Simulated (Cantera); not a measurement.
# Stirred combustor or abatement burner

A perfectly stirred reactor is fed with 3.92 % CH4, 9.91 % O2, 86.2 % N2, equivalence ratio 0.79, at 3750 Torr; it is adiabatic with a 575 K inlet, and is followed from long to short residence time, starting on the burning branch (τ in s: 0.039, 0.017, 0.0076, 0.0034, 0.0015, 0.00067, 0.0003, 0.00013, 5.9e-05, 2.6e-05, 1.2e-05, 5.2e-06).

Cantera simulation using GRI-Mech 3.0 (53 species, 325 reactions); the numbers are that mechanism's predictions, not measurements.

| τ (s) | T (K) | x CH4 | x O2 | x NO | x CH3 | x CO2 |
|---|---|---|---|---|---|---|
| 0.039 | 1484 | 4.77e-5 | 0.0211 | 1.39e-6 | 5.81e-6 | 0.0386 |
| 0.017 | 1478 | 9.15e-5 | 0.0215 | 1.28e-6 | 1.03e-5 | 0.0380 |
| 0.0076 | 1466 | 0.000191 | 0.0223 | 1.03e-6 | 1.86e-5 | 0.0368 |
| 0.0034 | 575 | 0.0392 | 0.0991 | <1e-12 | <1e-12 | <1e-12 |
| 0.0015 | 575 | 0.0392 | 0.0991 | <1e-12 | <1e-12 | <1e-12 |
| 0.00067 | 575 | 0.0392 | 0.0991 | <1e-12 | <1e-12 | <1e-12 |
| 0.00030 | 575 | 0.0392 | 0.0991 | <1e-12 | <1e-12 | <1e-12 |
| 0.00013 | 575 | 0.0392 | 0.0991 | <1e-12 | <1e-12 | <1e-12 |
| 5.9e-5 | 575 | 0.0392 | 0.0991 | <1e-12 | <1e-12 | <1e-12 |
| 2.6e-5 | 575 | 0.0392 | 0.0991 | <1e-12 | <1e-12 | <1e-12 |
| 1.2e-5 | 575 | 0.0392 | 0.0991 | <1e-12 | <1e-12 | <1e-12 |
| 5.2e-6 | 575 | 0.0392 | 0.0991 | <1e-12 | <1e-12 | <1e-12 |
x: mole fraction; the columns are a selection and need not sum to one.
